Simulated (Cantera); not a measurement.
## Thermodynamics of metals in furnace atmospheres, feed Pb + H2O + N2

A closed system holds: 1 mol Pb, 0.015 mol H2O, 7.6 mol N2, at 1 atm.

These are equilibrium values from Cantera (NASA tables, ideal gas, pure condensed phases), not measurements of a reactor. Candidate condensed phases: H2O, Pb, PbO, PbO2, Pb3O4; 27 gas species. Gases not in the tables: (PbO)n polymers. Equilibrium is a limit: real reactors are often held back by kinetics, nucleation or transport.

From 723 K to 1623 K the condensed part is Pb(l). At 1698 K nothing is condensed.

```csv
T (K),log p N2,log p Pb,log p H2O,log p PbO,log p H2,n Pb(l)
723,0.00,-8.51,-2.70,<-11,-7.08,1.000
798,0.00,-7.24,-2.70,-10.20,-6.90,1.000
873,0.00,-6.20,-2.70,-8.63,-6.75,1.000
948,0.00,-5.32,-2.70,-7.31,-6.62,1.000
1023,0.00,-4.57,-2.70,-6.34,-6.34,1.000
1098,0.00,-3.93,-2.70,-5.81,-5.81,0.999
1173,0.00,-3.37,-2.70,-5.35,-5.35,0.997
1248,0.00,-2.89,-2.70,-4.94,-4.94,0.990
1323,0.00,-2.45,-2.71,-4.58,-4.58,0.973
1398,0.00,-2.07,-2.72,-4.26,-4.26,0.935
1473,0.00,-1.73,-2.73,-3.98,-3.98,0.855
1548,-0.01,-1.42,-2.76,-3.73,-3.73,0.698
1623,-0.03,-1.13,-2.81,-3.52,-3.52,0.402
1698,-0.05,-0.93,-2.88,-3.36,-3.36,0
```
log p: log10 of the partial pressure in bar; n: condensed amount in mol.
